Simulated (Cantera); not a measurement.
A Cantera script and what it prints.

```python
import numpy as np
import cantera as ct

gas_names = [...]  # 116 gases of nasa_gas.yaml made of C, H, Mg, O
cond_names = """
    C(gr) C6H6(L) C7H8(L) C8H18(L),n-octa H2O(s) H2O(L) Mg(cr) Mg(L) MgCO3(s) MgO(s) MgO(L) MgO2H2(s)
""".split()


# ... load() reads the species with a 1 bar reference pressure and builds the phases ...
atoms = {
    'MgCO3': {'Mg': 1, 'C': 1, 'O': 3},
    'H2O': {'H': 2, 'O': 1},
    'H2': {'H': 2},
}
top_T = {'C(gr)': 4500}  # K; cautious upper limits of use, not melting points


# ... equilibrate(T, P, feed) seeds the gas with the atoms and calls Mixture.equilibrate('TP', solver="vcs", rtol=1e-11, max_steps=5000) ...
results = []
feed = {'MgCO3': 1, 'H2O': 0.027, 'H2': 0.12}  # mol
T = 850  # K
for P in [10, 52, 270, 1400, 7200, 37000, 190000, 1000000]:
    mix = equilibrate(T, P, feed)
    results.append((T, P, feed, dict(zip(mix.species_names, mix.species_moles))))

top = {s: max(r[3][s] / sum(r[3][g] for g in gas_names) for r in results) for s in gas_names}
cols = sorted((s for s in top if top[s] > 1e-05), key=lambda s: -top[s])[:8]
seen = [c for c in cond_names if any(r[3].get(c, 0) > 1e-12 for r in results)]
print("log10 of partial pressures in bar; condensed amounts in mol")
print(f"{'P/Pa':>10s}" + "".join(f"{s[:9]:>10s}" for s in cols + seen))
for T, P, feed, n in results:
    ng = sum(n[g] for g in gas_names)
    print(f"{P:10.4g}" + "".join(f"{np.log10(max(n[s] / ng * P / 1e5, 1e-99)):10.3f}" for s in cols)
          + "".join(f"{n.get(c, 0):10.4g}" for c in seen))
```

Output:

```
log10 of partial pressures in bar; condensed amounts in mol
      P/Pa       CO2       H2O        CO        H2       CH4     C(gr)    MgO(s)
        10    -4.099    -5.003    -5.121    -5.540   -16.094         0         1
        52    -3.383    -4.287    -4.405    -4.824   -13.946         0         1
       270    -2.668    -3.572    -3.689    -4.108   -11.800         0         1
      1400    -1.953    -2.857    -2.974    -3.394    -9.656         0         1
      7200    -1.242    -2.146    -2.263    -2.682    -7.522         0         1
   3.7e+04    -0.531    -1.435    -1.553    -1.972    -5.390         0         1
   1.9e+05     0.180    -0.725    -0.846    -1.266    -3.277         0         1
     1e+06     0.910    -0.001    -0.212    -0.637    -1.481  0.004567         1
```

Method: chemical equilibrium by Gibbs-energy minimisation in Cantera with the NASA 1993 tables (ideal gas, pure condensed phases).
